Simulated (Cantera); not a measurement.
A closed system holds: 1 mol BF3, 6.5 mol N2, 0.12 mol O2, equilibrated at 750 Torr.

Cantera equilibrium calculation (NASA polynomials, part measured and part estimated; ideal gas, pure solids and liquids). Candidate condensed phases: B, BN, B2O3; 31 gas species. Equilibrium is a limit: real reactors are often held back by kinetics, nucleation or transport.

Q: At 998 K, list the 3 most abundant gas species with their mole fractions, and the condensed phases.

A: N2 0.853, BF3 0.131, O2 0.0157. Condensed: gas only.
